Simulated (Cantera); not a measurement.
An isothermal, constant-pressure homogeneous reactor starts with C2H6 : N2 = 1 : 180 (molar parts), at 1425 K and 0.523 atm. Integrator tolerance rtol = 1e-08.

Computed with Cantera and GRI-Mech 3.0 (53 species, 325 reactions). GRI-Mech 3.0 stops at C3 and has no aromatics, soot or wall deposition, so with more carbon than oxygen in the feed, carbon stays in small species such as C2H2 where larger ones or solid carbon would form.

Problem. What does this change do: temperature 1425 to 1698 K?

Solution. 
| quantity | before | after |
|---|---|---|
| x(C2H6) at 50.0 s | 4.37e-8 (gas-phase equilibrium 1.55e-10) | 1.53e-11 (gas-phase equilibrium 1.22e-12) |
| x(H) at 50.0 s | 9.09e-7 (gas-phase equilibrium 9.84e-7) | 2.09e-5 (gas-phase equilibrium 2.09e-5) |
| x(C2H) at 50.0 s | 5.36e-10 (gas-phase equilibrium 4.96e-11) | 5.76e-8 (gas-phase equilibrium 3.44e-9) |
| x(H2) at 50.0 s | 0.0102 (gas-phase equilibrium 0.0109) | 0.0109 (gas-phase equilibrium 0.0109) |
| x(CH3) at 50.0 s | 8.87e-7 (gas-phase equilibrium 4.73e-8) | 1.87e-7 (gas-phase equilibrium 5.45e-8) |

Problem. What does this change do: temperature 1425 to 1798 K?

Solution. 
| quantity | before | after |
|---|---|---|
| x(C2H6) at 50.0 s | 4.37e-8 (gas-phase equilibrium 1.55e-10) | 2.04e-12 (gas-phase equilibrium <1e-12) |
| x(H) at 50.0 s | 9.09e-7 (gas-phase equilibrium 9.84e-7) | 5.08e-5 (gas-phase equilibrium 5.09e-5) |
| x(C2H) at 50.0 s | 5.36e-10 (gas-phase equilibrium 4.96e-11) | 2.19e-7 (gas-phase equilibrium 1.17e-8) |
| x(H2) at 50.0 s | 0.0102 (gas-phase equilibrium 0.0109) | 0.0109 (gas-phase equilibrium 0.0109) |
| x(CH3) at 50.0 s | 8.87e-7 (gas-phase equilibrium 4.73e-8) | 1.23e-7 (gas-phase equilibrium 5.65e-8) |
